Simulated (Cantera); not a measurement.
**Diamond growth**

A diamond (100) surface in a fixed gas of H2 with x(CH4) = 0.0035, x(H) = 0.00035, at 900 K, 0.286 atm; coverages are run to steady state.

Model: the Harris–Goodwin 1993 mechanism for the reconstructed diamond (100) surface, integrated in Cantera.

| x(CH3) | growth (µm/h) | θ c6HH | θ c6H* | θ c6*H | θ c6** | θ c6HM |
|---|---|---|---|---|---|---|
| 1e-06 | 0.0877 | 0.693 | 0.0104 | 0.290 | 0.00401 | 0.00233 |
| 2.2e-06 | 0.192 | 0.690 | 0.0103 | 0.289 | 0.00400 | 0.00510 |
| 4.8e-06 | 0.416 | 0.685 | 0.0103 | 0.287 | 0.00396 | 0.0110 |
| 1.1e-05 | 0.935 | 0.673 | 0.0101 | 0.282 | 0.00387 | 0.0248 |
| 2.3e-05 | 1.89 | 0.652 | 0.00975 | 0.273 | 0.00372 | 0.0501 |
| 5.1e-05 | 3.87 | 0.607 | 0.00906 | 0.253 | 0.00339 | 0.103 |
| 0.00011 | 7.20 | 0.531 | 0.00790 | 0.221 | 0.00285 | 0.191 |
| 0.00025 | 12.4 | 0.413 | 0.00610 | 0.170 | 0.00203 | 0.329 |
| 0.00054 | 17.8 | 0.289 | 0.00421 | 0.118 | 0.00120 | 0.473 |
θ: site fractions in the mechanism's names (c6HH fully hydrogenated, c6H* and c6*H radical sites, c6** diradical, c6HM methylated).
